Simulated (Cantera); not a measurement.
Feed: 1 mol SiO2, 0.18 mol N2, held at 0.00160 bar.

Cantera equilibrium calculation (NASA polynomials, part measured and part estimated; ideal gas, pure solids and liquids). Candidate condensed phases: Si, SiO2, Si2N2O, Si3N4; 16 gas species. The tables hold silica as quartz up to 1696 K and as liquid above; real silica turns to tridymite and cristobalite and melts near 1996 K. The numbers say what is thermodynamically allowed, not how fast it happens.

### Question
Which condensed phases are stable at each of these points (T (K)): 1625, 1650, 1675, 1700, 1725, 1750, 1775, 1800, 1825, 1850, 1875, 1900, 1925?

### Answer
```json
[
 {"T (K)": "1625", "condensed phases": "SiO2(β-quartz)", "Si condensed (%)": "100.0"},
 {"T (K)": "1650", "condensed phases": "SiO2(β-quartz)", "Si condensed (%)": "100.0"},
 {"T (K)": "1675", "condensed phases": "SiO2(β-quartz)", "Si condensed (%)": "100.0"},
 {"T (K)": "1700", "condensed phases": "SiO2(condensed)", "Si condensed (%)": "100.0"},
 {"T (K)": "1725", "condensed phases": "SiO2(condensed)", "Si condensed (%)": "100.0"},
 {"T (K)": "1750", "condensed phases": "SiO2(condensed)", "Si condensed (%)": "100.0"},
 {"T (K)": "1775", "condensed phases": "SiO2(condensed)", "Si condensed (%)": "100.0"},
 {"T (K)": "1800", "condensed phases": "SiO2(condensed)", "Si condensed (%)": "100.0"},
 {"T (K)": "1825", "condensed phases": "SiO2(condensed)", "Si condensed (%)": "100.0"},
 {"T (K)": "1850", "condensed phases": "SiO2(condensed)", "Si condensed (%)": "100.0"},
 {"T (K)": "1875", "condensed phases": "SiO2(condensed)", "Si condensed (%)": "100.0"},
 {"T (K)": "1900", "condensed phases": "SiO2(condensed)", "Si condensed (%)": "100.0"},
 {"T (K)": "1925", "condensed phases": "SiO2(condensed)", "Si condensed (%)": "100.0"}
]
```

From 1625 K to 1675 K the condensed part is SiO2(β-quartz). From 1700 K to 1925 K the condensed part is SiO2(condensed).
